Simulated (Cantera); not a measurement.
An adiabatic, constant-volume homogeneous reactor starts with 51.1 % H2, 10.2 % O2, 38.4 % N2, 0.255 % NO, at 1498 K and 10.0 bar.

Model: GRI-Mech 3.0 (53 species, 325 reactions), integrated in Cantera. The hydrogen kinetics of GRI-Mech 3.0 are dated; newer H2 mechanisms differ, most at raised pressure. Above 3000 K some thermodynamic fits are extrapolated.

One state of this run: T (K) = 3058; P (bar) = 18.6; x H2 = 0.325; x O2 = 7.34e-5; x NO = 0.000703; x OH = 0.00587; x N2O = 1.26e-7; x H = 0.0250; x HO2 = 3.70e-7. x: mole fraction; the columns are a selection and need not sum to one.

### Question
Which value of t (s) does it belong to?
(A) 1.01e-5
(B) 2.56e-5
(C) 4.00e-6
(D) 0.00674

### Answer
D, 0.00674
